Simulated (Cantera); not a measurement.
A Cantera script and its output.

```python
import numpy as np
import cantera as ct

gas = ct.Solution("h2o2.yaml")
gas.TPX = 600, 500000, {'H2': 1, 'O2': 0.877, 'N2': 3.3, 'H2O': 0.76}
flame = ct.FreeFlame(gas, width=0.013)
flame.set_refine_criteria(ratio=3, slope=0.08, curve=0.16)
flame.transport_model = "mixture-averaged"
flame.solve(loglevel=0, auto=True)
z, T = flame.grid, flame.T
thick = (T[-1] - T[0]) / np.gradient(T, z).max()
show = ['H2', 'O2', 'H2O', 'H', 'OH', 'O']
print(f"laminar burning velocity  {flame.velocity[0] * 100:.3f} cm/s")
print(f"burnt temperature         {T[-1]:.1f} K")
print(f"thermal thickness         {thick * 1e3:.4f} mm")
print(f"grid points               {len(z)}")
z0 = z[flame.heat_release_rate.argmax()]
print(f"{'z/mm':>9s}{'T/K':>9s}{'u/(m/s)':>9s}" + "".join(f"{s:>11s}" for s in show))
rows = []
for k in (-3, -2, -1.5, -1, -0.5, -0.25, 0, 0.25, 0.5, 1, 2, 4, 8):
    zz = z0 + k * thick
    rows.append([k * thick, np.interp(zz, z, T), np.interp(zz, z, flame.velocity),
                 *(np.interp(zz, z, flame.X[gas.species_index(s)]) for s in show)])
    print(f"{rows[-1][0] * 1e3:9.3f}{rows[-1][1]:9.1f}{rows[-1][2]:9.3f}" + "".join(f"{x:11.3e}" for x in rows[-1][3:]))
```

It prints:

```
laminar burning velocity  65.018 cm/s
burnt temperature         1770.7 K
thermal thickness         0.1154 mm
grid points               106
     z/mm      T/K  u/(m/s)         H2         O2        H2O          H         OH          O
   -0.346    601.7    0.646  1.599e-01  1.492e-01  1.297e-01  2.637e-15  3.495e-16  8.451e-15
   -0.231    609.8    0.646  1.467e-01  1.511e-01  1.330e-01  3.983e-14  6.931e-14  1.730e-12
   -0.173    628.6    0.656  1.318e-01  1.526e-01  1.382e-01  8.450e-13  3.279e-12  6.342e-11
   -0.115    694.7    0.709  1.059e-01  1.526e-01  1.525e-01  1.280e-10  4.634e-10  4.732e-09
   -0.058    945.4    0.943  6.480e-02  1.396e-01  1.954e-01  3.360e-06  4.026e-06  3.743e-06
   -0.029   1208.3    1.197  4.035e-02  1.204e-01  2.350e-01  1.467e-04  1.905e-04  1.065e-04
    0.000   1472.8    1.458  1.911e-02  9.710e-02  2.757e-01  6.618e-04  1.297e-03  5.702e-04
    0.029   1626.9    1.612  7.722e-03  8.252e-02  2.988e-01  6.892e-04  2.738e-03  7.918e-04
    0.058   1697.8    1.682  3.415e-03  7.690e-02  3.082e-01  3.879e-04  3.097e-03  6.262e-04
    0.115   1746.1    1.729  1.018e-03  7.431e-02  3.140e-01  9.342e-05  2.365e-03  2.705e-04
    0.231   1764.6    1.746  2.200e-04  7.388e-02  3.162e-01  1.157e-05  1.308e-03  7.269e-05
    0.461   1769.5    1.751  4.976e-05  7.393e-02  3.169e-01  1.663e-06  7.363e-04  2.197e-05
    0.923   1770.6    1.752  2.367e-05  7.397e-02  3.170e-01  6.609e-07  5.538e-04  1.227e-05
```

Detailed kinetics in Cantera: the H2/O2 subset of GRI-Mech 3.0, which has no nitrogen chemistry. The hydrogen kinetics of GRI-Mech 3.0 are dated; newer H2 mechanisms differ, most at raised pressure. Burning velocities carry a grid error of a few per cent, more on coarse grids. Lean hydrogen flames are cellular in practice and burn faster than this planar one.
